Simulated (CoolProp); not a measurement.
Vapour-liquid equilibrium of R125 (1) + R245fa (2) at 12.45 °C; x and y are mole fractions of (1).

Model: multi-fluid Helmholtz-energy mixture model, Lemmon 2005 and Akasaka 2015; pair parameters Bell 2016, in CoolProp.

Q: Give the bubble pressure and the first vapour's composition at x = 0.25, 0.35, 0.65. Is there an azeotrope?

A: x = 0.25: 0.3148 MPa, y = 0.758; x = 0.35: 0.3986 MPa, y = 0.826; x = 0.65: 0.6484 MPa, y = 0.931. No azeotrope shows between x = 0.05 and 0.95.

Pair parameters are fitted to limited data, so mixtures are less certain than the pure fluids. The gap from Raoult's law changes sign with composition, which may be real or a fault of the pair parameters; it wasn't checked against measurements.
